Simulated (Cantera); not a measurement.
An isothermal, constant-pressure homogeneous reactor starts with C3H8 : H2 = 1 : 84 (molar parts), at 1173 K and 0.0260 bar. Integrator tolerance rtol = 1e-08.

Computed with Cantera and GRI-Mech 3.0 (53 species, 325 reactions). GRI-Mech 3.0 was tuned for natural gas; its chemistry of propane as a main component is partial and can be far from experiment. GRI-Mech 3.0 stops at C3 and has no aromatics, soot or wall deposition, so with more carbon than oxygen in the feed, carbon stays in small species such as C2H2 where larger ones or solid carbon would form. Radical loss at walls, strong at low pressure, is not modelled.

| quantity | before | after |
|---|---|---|
| x(C3H8) at 200 s | 2.44e-9 (gas-phase equilibrium 5.77e-11) | 5.83e-11 (gas-phase equilibrium <1e-12) |
| x(H2) at 200 s | 0.975 (gas-phase equilibrium 0.965) | 0.996 (gas-phase equilibrium 0.995) |
| x(C2H) at 200 s | 3.12e-12 (gas-phase equilibrium <1e-12) | <1e-12 (gas-phase equilibrium <1e-12) |
| x(C2H2) at 200 s | 0.00677 (gas-phase equilibrium 0.000322) | 0.000939 (gas-phase equilibrium 6.60e-6) |
| x(C2H4) at 200 s | 0.00309 (gas-phase equilibrium 0.000150) | 0.000436 (gas-phase equilibrium 3.16e-6) |
| x(CH4) at 200 s | 0.0150 (gas-phase equilibrium 0.0343) | 0.00240 (gas-phase equilibrium 0.00514) |

What was changed between the two runs?
A) H2 84 to 580 parts
B) temperature 1173 to 1373 K
C) temperature 1173 to 1100 K
D) pressure from 0.0260 bar to 1.80 bar

A, H2 84 to 580 parts
